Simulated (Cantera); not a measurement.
A Cantera script and what it prints.

```python
import numpy as np
import cantera as ct

gas_names = """
    CL CL2 H HCL H2 Si SiCL SiCL2 SiCL3 SiCL4 SiH SiHCL3 SiH2 SiH2CL2 SiH3 SiH3CL SiH4 Si2 Si3
""".split()
cond_names = """
    Si(cr) Si(L)
""".split()


def load(file, names, dense=False):
    # The tables refer to 1 bar. Condensed volumes are neglected.
    table = {s.name: s for s in ct.Species.list_from_file(file)}
    out = []
    for n in names:
        d = dict(table[n].input_data)
        d["thermo"] = dict(d["thermo"], **{"reference-pressure": 1e5})
        if dense:
            d["equation-of-state"] = {"model": "constant-volume", "density": "1e6 g/cm^3"}
        out.append(ct.Species.from_dict(d))
    return out


gas = ct.Solution(thermo="ideal-gas", species=load("nasa_gas.yaml", gas_names))
cond = {s.name: ct.Solution(thermo="fixed-stoichiometry", species=[s], name=s.name)
        for s in load("nasa_condensed.yaml", cond_names, dense=True)}
atoms = {
    'SiCl4': {'Si': 1, 'CL': 4},
    'Cl2': {'CL': 2},
    'H2': {'H': 2},
}
top_T = {}  # K; cautious upper limits of use, not melting points


def equilibrate(T, P, feed):
    n = {}
    for name, mol in feed.items():
        for a, k in atoms[name].items():
            n[a] = n.get(a, 0.0) + k * mol
    gas.TPX = T, P, n
    mass = sum(n.values()) * gas.mean_molecular_weight
    gas.equilibrate("TP")
    valid = [c for c in cond.values() if c.min_temp <= T <= top_T.get(c.name, c.max_temp)]
    mix = ct.Mixture([(gas, mass / gas.mean_molecular_weight)] + [(c, 0.0) for c in valid])
    mix.T, mix.P = T, P
    mix.equilibrate("TP", solver="vcs", rtol=1e-11, max_steps=5000)
    return mix


results = []
feed = {'SiCl4': 1, 'Cl2': 0.73, 'H2': 0.35}  # mol
T = 1273.15  # K
P = 13000  # Pa
mix = equilibrate(T, P, feed)
results.append((T, P, feed, dict(zip(mix.species_names, mix.species_moles))))
print(gas.report(threshold=0.001))
for i in range(1, mix.n_phases):
    print(f"{mix.phase(i).name:16s} {mix.phase_moles(i):12.5e} mol")
```

Result:

```
       temperature   1273.2 K
          pressure   13000 Pa
           density   0.13054 kg/m^3
  mean mol. weight   106.29 kg/kmol
   phase of matter   gas

                          1 kg             1 kmol
                     ---------------   ---------------
          enthalpy       -2.6508e+06       -2.8176e+08  J
   internal energy       -2.7504e+06       -2.9235e+08  J
           entropy            3597.9        3.8244e+05  J/K
    Gibbs function       -7.2315e+06       -7.6866e+08  J
 heat capacity c_p            648.22             68902  J/K
 heat capacity c_v               570             60587  J/K

                      mass frac. Y      mole frac. X     chem. pot. / RT
                     ---------------   ---------------   ---------------
                CL         0.0037699          0.011304           -16.785
               CL2            0.1174           0.17601           -33.569
               HCL           0.11478           0.33464            -36.78
             SiCL4           0.76405           0.47805           -113.39
     [  +15 minor]        2.7103e-06        2.1455e-06

Si(cr)            0.00000e+00 mol
```

Cantera equilibrium calculation (NASA polynomials, part measured and part estimated; ideal gas, pure solids and liquids).
